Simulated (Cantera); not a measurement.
Charge: 1 mol MgO, 1.5 mol CO, 4 mol H2, held at 8.20 bar.

Cantera equilibrium calculation (NASA polynomials, part measured and part estimated; ideal gas, pure solids and liquids). Candidate condensed phases: C, C6H6, C7H8, C8H18, H2O, Mg, MgCO3, MgO, Mg(OH)2; 116 gas species. The tables' values for MgH are old estimates; treat these amounts as uncertain. Kinetics and transport are ignored. All values below are at 2098 K.

Base state: H2 0.722, CO 0.272, H2O 0.00226, Mg 0.00225, H 0.000913, CO2 0.000172, MgH 9.01e-5, CH4 8.18e-5 (mole fractions); condensed: MgO(s).

Q: What changes in the equilibrium state with this change: pressure from 8.20 bar to 86.0 Pa?

A: 
| species | before | after |
|---|---|---|
| H2 | 0.722 | 0.426 |
| CO | 0.272 | 0.209 |
| Mg | 0.00225 | 0.148 |
| H2O | 0.00226 | 0.132 |
| CO2 | 0.000172 | 0.0131 |
| H | 0.000913 | 0.0685 |
| O | <1e-9 | 0.000288 |
| CH4 | 8.18e-5 | <1e-9 |
| O2 | <1e-9 | 3.80e-5 |
| OH | 3.39e-7 | 0.00251 |
| MgO(s), mol | 0.987 | 0 |

Q: What changes in the equilibrium state with this change: pressure from 8.20 bar to 0.430 bar?

A: 
| species | before | after |
|---|---|---|
| H2 | 0.722 | 0.707 |
| CO | 0.272 | 0.269 |
| Mg | 0.00225 | 0.0101 |
| H2O | 0.00226 | 0.00942 |
| CH4 | 8.18e-5 | 5.00e-8 |
| MgOH | 9.29e-6 | 4.01e-5 |
| MgO(s), mol | 0.987 | 0.943 |
